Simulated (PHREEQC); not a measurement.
Make-up at 21 °C: 0.00045 mol CO2 per kg of water. Closed to the air; pH follows from the charge balance.

Equilibrium calculation in PHREEQC: ion-association model, phreeqc.dat.

```
Quantity                 Result
--------------  ---------------
pH                         4.87
ionic strength  1.36e-5 mol/kgw
```

```tsv
species	molality	activity	log γ
CO2	0.000436	0.000436	0.000
H+	1.36e-5	1.36e-5	-0.002
HCO3-	1.36e-5	1.36e-5	-0.002
(CO2)2	3.05e-9	3.05e-9	0.000
```

No solid was allowed to form.
